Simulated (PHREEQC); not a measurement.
0.025 g of hydrous ferric oxide (600 m²/g; 0.2 weak and 0.005 strong sites per Fe, Dzombak-Morel constants, diffuse double layer) in 1 kg of water with 0.3 mol/kgw of an inert sodium salt and 9.5e-05 mol/kgw ZnCl2 and 2.9e-05 mol/kgw NaH2PO4, at 25 °C; the pH is set by adding NaOH or the inert anion's acid. Oxygen alone is held at its pressure in air (log pO2 = -0.68). CO2 from the air is kept out. Nothing may precipitate in this run.

Base run: PHREEQC, ion-association model, wateq4f.dat. Each further column changes one thing. The table gives P sorbed (%).

```
pH    base  no electrostatic term (-no_edl)  background salt from 0.3 to 0.03 mol/kgw  oxide from 0.025 to 0.12 g/kgw  0.00012 mol/kgw CuSO4 added
----  ----  -------------------------------  ----------------------------------------  ------------------------------  ---------------------------
4     94.7                             46.6                                      98.9                            99.9                         93.9
4.5   93.8                              [?]                                      98.4                            99.9                         93.3
5     92.5                             48.5                                      97.3                            99.9                         92.0
6     87.8                             58.8                                      92.2                            99.9                          [?]
6.5   82.6                             65.3                                      86.8                            99.8                          [?]
7     73.9                             61.3                                      79.1                            99.6                         60.3
7.5   64.1                             41.7                                       [?]                            99.1                         56.6
8.5   52.0                             10.0                                      59.6                            89.6                         52.4
9     43.1                              9.2                                      51.9                            68.4                         44.5
9.5   25.1                             13.1                                      34.3                            35.3                         27.1
10     7.1                             12.6                                      12.2                            10.6                          8.2
11     0.1                              2.0                                       0.2                             0.3                          0.1
11.5   0.0                              0.5                                       0.0                             0.0                          0.0
12     0.0                              0.1                                       0.0                             0.0                          0.0
```

Q: Fill in the missing entries.

A: 
- 4.5, no electrostatic term (-no_edl): 47.1
- 6, 0.00012 mol/kgw CuSO4 added: 80.6
- 6.5, 0.00012 mol/kgw CuSO4 added: 69.8
- 7.5, background salt from 0.3 to 0.03 mol/kgw: 70.3

In at least one series the solution becomes supersaturated in solids that the run did not let form, among them Zn(OH)2-e. H3PO4, which wateq4f.dat lacks, is added to it with the constant of phreeqc.dat. The database has no phosphate complexes of Zn. The database has no phosphate complexes of Cu, Zn. The database's constant for dissolved Cu(OH)2 is higher than later reviews accept.
